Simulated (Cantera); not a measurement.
Input: 1 mol B2H6, 5.8 mol O2, 2.5 mol N2, equilibrated at 1225 K.

These are equilibrium values from Cantera (NASA tables, ideal gas, pure condensed phases), not measurements of a reactor. Candidate condensed phases: B, BN, B2O3, B3O3H3, H2O; 39 gas species. The feed counts by its element totals alone. Gases not in the tables: H3BO3. Kinetics and transport are ignored.

log p: log10 of the partial pressure in bar; n: condensed amount in mol.

| P (Pa) | log p H2O | log p O2 | log p N2 | log p HBO2 | log p (HBO2)3 | log p B2O3 | n B2O3(l) |
|---|---|---|---|---|---|---|---|
| 10 | -4.50 | -4.49 | -4.54 | -5.18 | -8.72 | -7.69 | 0.713 |
| 32 | ? | ? | ? | ? | ? | -7.69 | ? |
| 100 | -3.46 | -3.48 | -3.53 | -4.66 | -7.16 | -7.69 | 0.907 |
| 320 | -2.95 | -2.97 | -3.02 | -4.40 | -6.39 | -7.69 | 0.947 |
| 1000 | -2.45 | -2.47 | -2.52 | -4.15 | -5.64 | -7.69 | 0.968 |
| 3200 | -1.94 | -1.97 | -2.02 | -3.90 | -4.88 | -7.69 | 0.979 |
| 10000 | ? | ? | ? | ? | ? | -7.69 | 0.982 |
| 32000 | -0.94 | -0.97 | -1.02 | -3.40 | -3.38 | -7.69 | 0.979 |
| 100000 | -0.45 | -0.47 | -0.52 | -3.15 | -2.64 | -7.69 | 0.969 |

Q: Complete the blanks.

A: 
- 10000, log p H2O: -1.44
- 10000, log p O2: -1.47
- 10000, log p N2: -1.52
- 10000, log p HBO2: -3.65
- 10000, log p (HBO2)3: -4.14
- 32, log p H2O: -3.97
- 32, log p O2: -3.98
- 32, log p N2: -4.02
- 32, log p HBO2: -4.91
- 32, log p (HBO2)3: -7.93
- 32, n B2O3(l): 0.838
